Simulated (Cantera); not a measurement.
Input: 1 mol SiC, 0.029 mol N2O, 67 mol H2, 0.5 mol O2, held at 1050 Torr.

Method: chemical equilibrium by Gibbs-energy minimisation in Cantera with the NASA 1993 tables (ideal gas, pure condensed phases). Candidate condensed phases: C, C6H6, C7H8, C8H18, H2O, Si, SiC, SiO2, Si2N2O, Si3N4; 151 gas species. Mutual solubility and eutectic melting of coexisting phases are not modelled. The tables hold silica as quartz up to 1696 K and as liquid above; real silica turns to tridymite and cristobalite and melts near 1996 K. Equilibrium is a limit: real reactors are often held back by kinetics, nucleation or transport.

**Question.** What share of the Si ends up in condensed phases as a function of T (°C), at 1050, 1100, 1150, 1200, 1250, 1300, 1350?

**Answer.** 
| T (°C) | Si condensed (%) | as |
|---|---|---|
| 1050 | 100.0 | SiC(s) + SiO2(β-quartz) + Si2N2O(s) |
| 1100 | 100.0 | SiC(s) + SiO2(β-quartz) + Si2N2O(s) |
| 1150 | 100.0 | SiC(s) + SiO2(β-quartz) + Si2N2O(s) |
| 1200 | 99.8 | SiC(s) + SiO2(β-quartz) + Si2N2O(s) |
| 1250 | 99.4 | SiC(s) + SiO2(β-quartz) + Si2N2O(s) |
| 1300 | 98.2 | SiC(s) + SiO2(β-quartz) + Si2N2O(s) |
| 1350 | 94.5 | SiC(s) + SiO2(β-quartz) + Si2N2O(s) |
